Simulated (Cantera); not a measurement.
Feed: 1 mol C2H6, 0.1 mol O2, 3 mol N2, 1.2 mol H2O, held at 2225 K.

Cantera equilibrium calculation (NASA polynomials, part measured and part estimated; ideal gas, pure solids and liquids). Candidate condensed phases: C, C6H6, C7H8, C8H18, H2O; 136 gas species. The numbers say what is thermodynamically allowed, not how fast it happens.

Task: At 630000 Pa, list the 7 most abundant gas species with their mole fractions, and the condensed phases.

Result: H2 0.478, N2 0.342, CO 0.163, HCN 0.0132, H 0.00178, C2H2 (acetylene) 0.00140, HNC 0.00108. Condensed: C(graphite).
